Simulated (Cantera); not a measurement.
A Cantera script and what it prints.

```python
import numpy as np
import cantera as ct

gas_names = """
    AL ALCL ALCL2 ALCL3 ALN ALO ALOCL ALO2 AL2 AL2CL6 AL2O AL2O2 CL CLO CL2 N NO NO2 NO3 N2 N2O O O2 O3
""".split()
cond_names = """
    AL(cr) AL(L) ALCL3(s) ALCL3(L) ALN(s) AL2O3(a) AL2O3(L)
""".split()


# ... load() reads the species with a 1 bar reference pressure and builds the phases ...
atoms = {
    'AlCl3': {'AL': 1, 'CL': 3},
    'N2O': {'N': 2, 'O': 1},
    'N2': {'N': 2},
}
top_T = {'ALN(s)': 2750}  # K; cautious upper limits of use, not melting points


# ... equilibrate(T, P, feed) seeds the gas with the atoms and calls Mixture.equilibrate('TP', solver="vcs", rtol=1e-11, max_steps=5000) ...
results = []
feed = {'AlCl3': 1, 'N2O': 41, 'N2': 470}  # mol
T = 1898  # K
P = 660  # Pa
mix = equilibrate(T, P, feed)
results.append((T, P, feed, dict(zip(mix.species_names, mix.species_moles))))
print(gas.report(threshold=1e-06))
for i in range(1, mix.n_phases):
    print(f"{mix.phase(i).name:16s} {mix.phase_moles(i):12.5e} mol")
```

Output:

```
       temperature   1898 K
          pressure   660 Pa
           density   0.0011791 kg/m^3
  mean mol. weight   28.194 kg/kmol
   phase of matter   gas

                          1 kg             1 kmol
                     ---------------   ---------------
          enthalpy         1.898e+06        5.3512e+07  J
   internal energy        1.3383e+06        3.7731e+07  J
           entropy             10429        2.9402e+05  J/K
    Gibbs function       -1.7896e+07       -5.0454e+08  J
 heat capacity c_p            1269.2             35783  J/K
 heat capacity c_v            974.29             27469  J/K

                      mass frac. Y      mole frac. X     chem. pot. / RT
                     ---------------   ---------------   ---------------
                CL         0.0070603         0.0056151           -25.099
               CLO          2.56e-06        1.4028e-06            -43.57
                NO          0.002741         0.0025755           -34.387
                N2           0.94967           0.95577           -31.831
                 O        0.00038525        0.00067889           -18.471
                O2          0.040133          0.035362           -36.942
     [  +18 minor]        3.6679e-06        1.4831e-06

AL(L)             0.00000e+00 mol
ALCL3(L)          0.00000e+00 mol
ALN(s)            0.00000e+00 mol
AL2O3(a)          4.99888e-01 mol
```

Method: chemical equilibrium by Gibbs-energy minimisation in Cantera with the NASA 1993 tables (ideal gas, pure condensed phases).
